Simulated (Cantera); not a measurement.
An isothermal, constant-pressure homogeneous reactor starts with N₂O : H₂O = 1 : 0.012 (molar parts), at 1525 K and 100.0 Torr. Integrator tolerance rtol = 1e-08.

Model: GRI-Mech 3.0 (53 species, 325 reactions), integrated in Cantera. GRI-Mech 3.0 was tuned for natural gas; its chemistry of N2O as a main component is partial and can be far from experiment. The temperature is held fixed by assumption; the heat of reaction is taken as removed at once.

**Question.** What does this change do: N2O 1 to 0.14 parts?

**Answer.** 
```tsv
quantity	before	after
x(N₂O) at 6.00 s	6.17e-6 (gas-phase equilibrium 3.24e-8)	3.37e-6 (gas-phase equilibrium 3.02e-8)
x(H₂O) at 6.00 s	0.00791 (gas-phase equilibrium 0.00791)	0.0540 (gas-phase equilibrium 0.0540)
x(H₂) at 6.00 s	1.14e-7 (gas-phase equilibrium 9.98e-8)	7.77e-7 (gas-phase equilibrium 6.98e-7)
x(OH) at 6.00 s	4.77e-5 (gas-phase equilibrium 5.07e-5)	0.000124 (gas-phase equilibrium 0.000131)
x(O₂) at 6.00 s	0.257 (gas-phase equilibrium 0.330)	0.255 (gas-phase equilibrium 0.315)
x(H) at 6.00 s	2.21e-8 (gas-phase equilibrium 2.06e-8)	5.77e-8 (gas-phase equilibrium 5.45e-8)
```
